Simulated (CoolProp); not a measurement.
Vapour-liquid equilibrium of n-pentane (1) + toluene (2) at 4.07 bar; x and y are mole fractions of (1).

Values from CoolProp's multi-fluid Helmholtz-energy mixture model, Thol 2019 and Lemmon 2006; pair parameters Bell 2016.

Question: Give the bubble temperature and the first vapour's composition at x = 0.2, 0.8, 0.95. Is there an azeotrope?

Answer: x = 0.2: 132.1 °C, y = 0.612; x = 0.8: 91.8 °C, y = 0.956; x = 0.95: 85.9 °C, y = 0.990. No azeotrope shows between x = 0.05 and 0.95.

The pair parameters rest on a limited set of measurements; away from them the model extrapolates.
